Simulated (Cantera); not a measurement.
Gas mixture: C2H2 : C2H6 : C3H8 : NH3 = 0.64 : 0.47 : 0.21 : 0.23 (molar parts), at 1.35 Torr, frozen composition.

Cantera's kinetic-theory transport with the Lennard-Jones parameters of GRI-Mech 3.0, ideal gas; thermal conductivity in the mixture-averaged form. Polar gases are described roughly by these parameters. The composition is frozen, though it would react at the higher temperatures.

D: mixture-averaged diffusion coefficient of that species in the mixture.

| T (K) | ρ (kg/m³) | cp (J/kg/K) | μ (µPa s) | λ (mW/m/K) | Pr | D (cm²/s) O | D (cm²/s) H2O | D (cm²/s) H2 |
|---|---|---|---|---|---|---|---|---|
| 400 | 0.00154 | 2079 | 12.8 | 36.1 | 0.735 | 229 | 156 | 557 |
| 550 | 0.00112 | 2523 | 16.8 | 56.7 | 0.748 | 400 | 291 | 962 |
| 700 | 0.000877 | 2885 | 20.4 | 77.9 | 0.757 | 606 | 460 | 1450 |
| 850 | 0.000723 | 3175 | 23.7 | 98.9 | 0.761 | 844 | 659 | 2000 |
| 1000 | 0.000614 | 3429 | 26.7 | 120 | 0.766 | 1110 | 885 | 2630 |
| 1150 | 0.000534 | 3630 | ? | ? | 0.767 | ? | ? | ? |
| 1300 | 0.000472 | 3801 | 32.2 | ? | 0.768 | ? | ? | ? |
| 1450 | 0.000424 | 3946 | 34.8 | 179 | 0.768 | 2070 | 1710 | 4870 |

Question: Some entries are withheld; supply them.

Answer: 
- 1150, μ (µPa s): 29.6
- 1150, λ (mW/m/K): 140
- 1150, D (cm²/s) O: 1400
- 1150, D (cm²/s) H2O: 1140
- 1150, D (cm²/s) H2: 3310
- 1300, λ (mW/m/K): 160
- 1300, D (cm²/s) O: 1720
- 1300, D (cm²/s) H2O: 1410
- 1300, D (cm²/s) H2: 4060
